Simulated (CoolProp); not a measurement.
A single-stage vapour-compression cycle with the fluid: evaporating at 224.15 K (dew point), condensing at 283.15 K (bubble point), superheat 10 K, subcooling 5 K, compressor efficiency 0.9, no pressure losses. The same conditions are run with several fluids, on thermodynamics alone (safety and materials aside).

Model: reference Helmholtz-energy equation of state of each fluid (R22: Kamei 1995; chlorine: Thol 2021; n-butane: Bücker 2006; fluoroethane (R161): Wu 2012; carbonyl sulfide: Lemmon 2006; hydrogen sulfide: Lemmon 2006), in CoolProp.

**Question.** Rank R22, chlorine, n-butane, fluoroethane (R161), carbonyl sulfide, hydrogen sulfide by cooling COP, highest first.

**Answer.** n-butane (2.85), fluoroethane (R161) (2.77), R22 (2.74), carbonyl sulfide (2.72), chlorine (2.65), hydrogen sulfide (2.63)

```csv
fluid,pressure ratio,discharge temperature (K),refrigerating effect (kJ/kg),volumetric capacity (kJ/m³)
R22,10.0,346.9,184,568
chlorine,10.2,432.0,249,456
n-butane,14.8,308.2,320,96.5
fluoroethane (R161),10.3,342.7,338,494
carbonyl sulfide,8.10,373.2,248,840
hydrogen sulfide,7.87,404.5,433,1360
```
